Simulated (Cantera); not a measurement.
**Adiabatic ignition**

An adiabatic, constant-pressure homogeneous reactor starts with 17.6 % H2, 17.3 % O2, 65.1 % N2, equivalence ratio 0.51, at 1500 K and 1.01 bar.

Detailed kinetics in Cantera: GRI-Mech 3.0 (53 species, 325 reactions).

| t (s) | T (K) | x H2 | x O2 | x NO | x H2O | x O |
|---|---|---|---|---|---|---|
| 2.00e-6 | 1500 | 0.176 | 0.173 | <1e-12 | 7.23e-7 | 2.12e-7 |
| 6.29e-6 | 1500 | 0.176 | 0.173 | <1e-12 | 0.000107 | 2.12e-5 |
| 1.98e-5 | 1803 | 0.0216 | 0.0877 | 1.37e-5 | 0.124 | 0.0338 |
| 6.23e-5 | 2254 | 0.0146 | 0.0848 | 7.31e-5 | 0.151 | 0.0194 |
| 0.000196 | 2519 | 0.00649 | 0.0862 | 0.000305 | 0.172 | 0.00793 |
| 0.000617 | 2564 | 0.00481 | 0.0866 | 0.00104 | 0.176 | 0.00580 |
| 0.00194 | 2561 | 0.00478 | 0.0857 | 0.00316 | 0.176 | 0.00569 |
| 0.00612 | 2554 | 0.00471 | 0.0834 | 0.00818 | 0.176 | 0.00544 |
| 0.0192 | 2547 | 0.00463 | 0.0809 | 0.0137 | 0.177 | 0.00517 |
| 0.0606 | 2546 | 0.00461 | 0.0805 | 0.0146 | 0.177 | 0.00513 |
| 0.191 | 2546 | 0.00461 | 0.0805 | 0.0146 | 0.177 | 0.00513 |
| 0.600 | 2546 | 0.00461 | 0.0805 | 0.0146 | 0.177 | 0.00513 |
x: mole fraction; the columns are a selection and need not sum to one.

```
Quantity                                                            Result
---------------------------------  ---------------------------------------
time of steepest temperature rise                                  14.0 µs
temperature at 0.600 s                                              2546 K
equilibrium temperature                                             2546 K
x(H2) at 0.600 s                   0.00461 (gas-phase equilibrium 0.00461)
x(O2) at 0.600 s                     0.0805 (gas-phase equilibrium 0.0805)
x(NO) at 0.600 s                     0.0146 (gas-phase equilibrium 0.0146)
```
